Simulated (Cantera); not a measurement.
What does this Cantera script print?

```python
import numpy as np
import cantera as ct

gas = ct.Solution("gri30.yaml")
gas.TPX = 1200, 2300, {'N2O': 1, 'N2': 1.5}
reactor = ct.IdealGasConstPressureReactor(gas, energy="off", clone=False)
net = ct.ReactorNet([reactor])
net.rtol, net.atol = 1e-08, 1e-18
show = ['N2O', 'N2', 'O2', 'NO', 'O']
times = np.geomspace(0.0008, 10, 15)

steps = ct.SolutionArray(gas, extra=["t"])
rows = []
print(f"{'t/s':>10s}{'T/K':>9s}{'P/Pa':>11s}" + "".join(f"{s:>11s}" for s in show))
for t in times:
    while net.time < t:
        t_next = net.step()
        steps.append(gas.state, t=t_next)
    rows.append([np.interp(t, steps.t, y) for y in (steps.T, steps.P, *steps(*show).X.T)])
    print(f"{t:10.3e}{rows[-1][0]:9.1f}{rows[-1][1]:11.4g}" + "".join(f"{x:11.3e}" for x in rows[-1][2:]))
rate = np.gradient(steps.T, steps.t)
print("integrator steps:", len(steps.t))
if steps.T.max() > steps.T[0] + 200:
    print(f"time of steepest temperature rise: {steps.t[rate.argmax()]:.4e} s")
gas.TPX = 1200, 2300, {'N2O': 1, 'N2': 1.5}
gas.equilibrate("TP")
print(f"equilibrium (TP): T = {gas.T:.1f} K  " + "  ".join(f"{s} {gas[s].X[0]:.3e}" for s in show))
```

Result:

```
       t/s      T/K       P/Pa        N2O         N2         O2         NO          O
 8.000e-04   1200.0       2300  4.000e-01  6.000e-01  8.675e-07  2.033e-07  1.301e-06
 1.569e-03   1200.0       2300  4.000e-01  6.000e-01  2.491e-06  5.839e-07  1.670e-06
 3.079e-03   1200.0       2300  4.000e-01  6.000e-01  6.194e-06  1.452e-06  1.815e-06
 6.039e-03   1200.0       2300  4.000e-01  6.000e-01  1.370e-05  3.211e-06  1.831e-06
 1.185e-02   1200.0       2300  3.999e-01  6.000e-01  2.845e-05  6.668e-06  1.831e-06
 2.324e-02   1200.0       2300  3.998e-01  6.001e-01  5.738e-05  1.345e-05  1.831e-06
 4.559e-02   1200.0       2300  3.997e-01  6.002e-01  1.141e-04  2.675e-05  1.831e-06
 8.944e-02   1200.0       2300  3.994e-01  6.003e-01  2.253e-04  5.281e-05  1.831e-06
 1.755e-01   1200.0       2300  3.988e-01  6.006e-01  4.432e-04  1.039e-04  1.831e-06
 3.442e-01   1200.0       2300  3.977e-01  6.013e-01  8.696e-04  2.038e-04  1.831e-06
 6.752e-01   1200.0       2300  3.954e-01  6.025e-01  1.702e-03  3.988e-04  1.831e-06
 1.325e+00   1200.0       2300  3.911e-01  6.048e-01  3.319e-03  7.777e-04  1.830e-06
 2.599e+00   1200.0       2300  3.828e-01  6.093e-01  6.431e-03  1.507e-03  1.830e-06
 5.098e+00   1200.0       2300  3.670e-01  6.178e-01  1.231e-02  2.885e-03  1.829e-06
 1.000e+01   1200.0       2300  3.382e-01  6.334e-01  2.306e-02  5.400e-03  1.827e-06
integrator steps: 499
equilibrium (TP): T = 1200.0 K  N2O 1.968e-09  N2 8.332e-01  O2 1.666e-01  NO 1.801e-04  O 6.788e-08
```

Cantera simulation using GRI-Mech 3.0 (53 species, 325 reactions); the numbers are that mechanism's predictions, not measurements. GRI-Mech 3.0 was tuned for natural gas; its chemistry of N2O as a main component is partial and can be far from experiment. Radical loss at walls, strong at low pressure, is not modelled. The mechanism lacks the step 2 NO + O2 → 2 NO2, which can matter for NO2 below about 1400 K. The temperature is held fixed by assumption; the heat of reaction is taken as removed at once.
